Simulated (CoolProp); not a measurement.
Vapour-liquid equilibrium of C2F6 (R116) (1) + R22 (2) at 459 kPa; x and y are mole fractions of (1).

The numbers come from the multi-fluid Helmholtz-energy mixture model, Lemmon 2006 and Kamei 1995; pair parameters Bell 2016 in CoolProp.

| x | bubble temperature (K) | y at the bubble point | dew temperature at overall composition x (K) | liquid density (mol/L) |
|---|---|---|---|---|
| 0.05 | 257.0 | 0.384 | 269.1 | 15.00 |
| 0.125 | 245.1 | 0.625 | 266.7 | 14.82 |
| 0.2 | 239.3 | 0.716 | 264.1 | 14.44 |
| 0.275 | 236.4 | 0.758 | 261.3 | 14.00 |
| 0.35 | 234.8 | 0.780 | 258.4 | 13.53 |
| 0.425 | 233.8 | 0.795 | 255.2 | 13.07 |
| 0.5 | 233.0 | 0.808 | 251.8 | 12.64 |
| 0.575 | 232.3 | 0.821 | 247.9 | 12.23 |
| 0.65 | 231.6 | 0.837 | 243.6 | 11.85 |
| 0.725 | 230.9 | 0.856 | 238.7 | 11.50 |
| 0.8 | 230.2 | 0.881 | 233.5 | 11.18 |
| 0.875 | 229.5 | 0.915 | 230.3 | 10.88 |
| 0.95 | 229.0 | 0.960 | 229.1 | 10.62 |

No azeotrope shows between x = 0.05 and 0.95.

Pair parameters are fitted to limited data, so mixtures are less certain than the pure fluids. With so large a gap from Raoult's law the liquid may split in two, which this calculation doesn't test in full.
